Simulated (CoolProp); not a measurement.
Properties of R236EA at several states (Tc = 412.4 K, pc = 3.414 MPa, ω = 0.368).

The numbers come from the reference Helmholtz-energy equation of state, Rui 2013 in CoolProp.

```csv
T (K),p (MPa),phase,cv (kJ/(kg K)),speed of sound (m/s),Joule-Thomson coefficient (K/MPa)
254.5,1.13,liquid,[?],773.0,[?]
286.5,1.96,liquid,0.8800,647.1,-0.2283
405.1,0.0116,gas,0.9477,152.9,8.645
353.2,0.0483,gas,[?],142.2,13.37
```

Q: What belongs in the gaps?

A: 
- 254.5, cv (kJ/(kg K)): 0.8662
- 254.5, Joule-Thomson coefficient (K/MPa): -0.2886
- 353.2, cv (kJ/(kg K)): 0.8782
